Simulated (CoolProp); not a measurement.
Properties of propylene along the isobar 214 bar.

Computed with CoolProp (reference Helmholtz-energy equation of state, Lemmon 2013).

```json
[
 {"T (°C)": "-123.35", "phase": "liquid", "density (kg/m³)": "708.8", "cp (kJ/(kg K))": "2.045", "cv (kJ/(kg K))": "…", "Joule-Thomson coefficient (K/MPa)": "…", "fugacity coefficient": "5.241e-5"},
 {"T (°C)": "-86.75", "phase": "liquid", "density (kg/m³)": "671.2", "cp (kJ/(kg K))": "2.049", "cv (kJ/(kg K))": "1.357", "Joule-Thomson coefficient (K/MPa)": "-0.5203", "fugacity coefficient": "…"},
 {"T (°C)": "-50.25", "phase": "liquid", "density (kg/m³)": "633.6", "cp (kJ/(kg K))": "2.108", "cv (kJ/(kg K))": "1.385", "Joule-Thomson coefficient (K/MPa)": "-0.4747", "fugacity coefficient": "0.008818"},
 {"T (°C)": "-13.65", "phase": "liquid", "density (kg/m³)": "594.9", "cp (kJ/(kg K))": "2.211", "cv (kJ/(kg K))": "1.454", "Joule-Thomson coefficient (K/MPa)": "-0.4022", "fugacity coefficient": "0.03296"},
 {"T (°C)": "22.85", "phase": "liquid", "density (kg/m³)": "554.4", "cp (kJ/(kg K))": "2.346", "cv (kJ/(kg K))": "1.546", "Joule-Thomson coefficient (K/MPa)": "-0.2996", "fugacity coefficient": "0.08250"},
 {"T (°C)": "59.45", "phase": "liquid", "density (kg/m³)": "511.0", "cp (kJ/(kg K))": "2.507", "cv (kJ/(kg K))": "…", "Joule-Thomson coefficient (K/MPa)": "-0.1554", "fugacity coefficient": "0.1598"},
 {"T (°C)": "95.95", "phase": "supercritical", "density (kg/m³)": "…", "cp (kJ/(kg K))": "2.684", "cv (kJ/(kg K))": "1.766", "Joule-Thomson coefficient (K/MPa)": "0.05030", "fugacity coefficient": "0.2587"},
 {"T (°C)": "132.55", "phase": "supercritical", "density (kg/m³)": "413.4", "cp (kJ/(kg K))": "2.866", "cv (kJ/(kg K))": "1.883", "Joule-Thomson coefficient (K/MPa)": "0.3429", "fugacity coefficient": "0.3693"}
]
```

Q: Complete the blanks.

A: 
- -123.35, cv (kJ/(kg K)): 1.384
- -123.35, Joule-Thomson coefficient (K/MPa): -0.5394
- -86.75, fugacity coefficient: 0.001232
- 59.45, cv (kJ/(kg K)): 1.653
- 95.95, density (kg/m³): 464.2
